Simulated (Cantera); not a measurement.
An adiabatic, constant-volume homogeneous reactor starts with CH₄ : C₂H₆ : C₃H₈ : O₂ : N₂ = 1 : 0.12 : 0.074 : 8.21 : 30.9 (molar parts), equivalence ratio 0.34, at 1300 K and 4.93 atm.

Cantera simulation using GRI-Mech 3.0 (53 species, 325 reactions); the numbers are that mechanism's predictions, not measurements.

Task: Predict: time of steepest temperature rise; temperature at 0.200 s; equilibrium temperature; x(O) at 0.200 s; x(NO) at 0.200 s.

Result: 
| Quantity | Result |
|---|---|
| time of steepest temperature rise | 0.340 ms |
| temperature at 0.200 s | 2210 K |
| equilibrium temperature | 2210 K |
| x(O) at 0.200 s | 0.000357 (gas-phase equilibrium 0.000355) |
| x(NO) at 0.200 s | 0.00964 (gas-phase equilibrium 0.00994) |
